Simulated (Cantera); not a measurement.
NO annealing gas

An isothermal, constant-pressure homogeneous reactor starts with NO : N2 = 1 : 0.43 (molar parts), at 2098 K and 88000 Pa.

Model: GRI-Mech 3.0 (53 species, 325 reactions), integrated in Cantera.

| t (s) | x NO | x NO2 | x O | x N2 | x O2 |
|---|---|---|---|---|---|
| 5.00e-6 | 0.699 | 4.35e-7 | 4.54e-6 | 0.301 | 1.71e-8 |
| 2.51e-5 | 0.699 | 7.70e-6 | 1.81e-5 | 0.301 | 3.84e-7 |
| 0.000126 | 0.699 | 7.16e-5 | 6.95e-5 | 0.301 | 1.12e-5 |
| 0.000630 | 0.698 | 0.000228 | 0.000183 | 0.301 | 0.000409 |
| 0.00316 | 0.691 | 0.000261 | 0.000207 | 0.304 | 0.00349 |
| 0.0158 | 0.660 | 0.000343 | 0.000276 | 0.320 | 0.0190 |
| 0.0794 | 0.517 | 0.000485 | 0.000474 | 0.391 | 0.0903 |
| 0.398 | 0.166 | 0.000259 | 0.000765 | 0.567 | 0.266 |
| 1.99 | 0.0166 | 2.93e-5 | 0.000858 | 0.642 | 0.341 |
| 10.0 | 0.0115 | 2.03e-5 | 0.000861 | 0.644 | 0.343 |
x: mole fraction; the columns are a selection and need not sum to one.

Equilibrium at this temperature and pressure: NO 0.0115, NO2 2.03e-5, O 0.000861, N2 0.644, O2 0.343 (gas phase only).
